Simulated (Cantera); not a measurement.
## Ammonia decomposition in nitride growth gas

An isothermal, constant-pressure homogeneous reactor starts with 7.69 % NH3, 92.3 % N2, at 2400 K and 0.0150 bar.

Computed with Cantera and the gas-phase N/H chemistry of the illustrative SiF4/NH3 mechanism in the Surface Chemkin manual (1991). Walls and surfaces, which speed up NH3 decomposition in real reactors, are not modelled.

| t (s) | x NH3 | x N2H4 | x N2 | x NH2 | x N | x N2H2 | x H |
|---|---|---|---|---|---|---|---|
| 1.00e-6 | 0.0769 | <1e-12 | 0.923 | 4.68e-7 | <1e-12 | <1e-12 | 4.43e-7 |
| 5.59e-6 | 0.0769 | <1e-12 | 0.923 | 2.89e-6 | <1e-12 | <1e-12 | 2.21e-6 |
| 3.13e-5 | 0.0769 | <1e-12 | 0.923 | 2.15e-5 | 1.80e-12 | 6.40e-11 | 7.01e-6 |
| 0.000175 | 0.0768 | 1.06e-11 | 0.923 | 0.000150 | 1.05e-9 | 5.00e-9 | 8.73e-6 |
| 0.000979 | 0.0760 | 3.38e-10 | 0.923 | 0.000845 | 1.41e-7 | 3.02e-7 | 1.24e-5 |
| 0.00548 | 0.0693 | 2.18e-9 | 0.920 | 0.00214 | 4.83e-6 | 3.87e-6 | 0.000118 |
| 0.0306 | 0.0381 | 4.02e-10 | 0.908 | 0.000920 | 1.65e-5 | 1.54e-6 | 0.000422 |
| 0.171 | 0.00269 | 6.31e-12 | 0.893 | 0.000115 | 1.35e-5 | 5.90e-8 | 0.00137 |
| 0.959 | 1.10e-6 | <1e-12 | 0.889 | 2.97e-7 | 1.49e-6 | 2.32e-12 | 0.00856 |
| 5.36 | 5.28e-9 | <1e-12 | 0.878 | 6.19e-9 | 5.84e-7 | <1e-12 | 0.0324 |
| 30.0 | 4.12e-9 | <1e-12 | 0.876 | 5.94e-9 | 8.47e-7 | <1e-12 | 0.0383 |
x: mole fraction; the columns are a selection and need not sum to one.

Equilibrium at this temperature and pressure: NH3 4.12e-9, N2H4 <1e-12, N2 0.876, NH2 5.94e-9, N 8.47e-7, N2H2 <1e-12, H 0.0383 (gas phase only).
